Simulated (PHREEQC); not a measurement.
Model water analysis in mmol/kgw, 20 °C, pH 3.14, pe 11.3: Na 0.85; K 0.0131; Ca 0.41; Mg 1.77; Cl 0.931; S(6) 3.08; Mn(2) 0.00282; Fe(3) 0.261; Zn 0.00304; F 0.142.

Na is adjusted to close the charge balance.
Valence states are taken as typed.

Model: ion-association model, phreeqc.dat, run in PHREEQC.

### Question
The ionic strength comes out as 0.0104 mol/kgw. What activity coefficients do Mg+2, Fe(OH)2+, Fe+3, Zn+2, HSO4- get?

### Answer
Mg+2 0.67, Fe(OH)2+ 0.90, Fe+3 0.44, Zn+2 0.67, HSO4- 0.90.

This is a speciation only: nothing precipitates in the calculation. Examples of supersaturated solids here: Jarosite-K, Hematite (slow to form). Others may be too. Fluoro complexes past AlF4- and FeF3 are missing from the database.
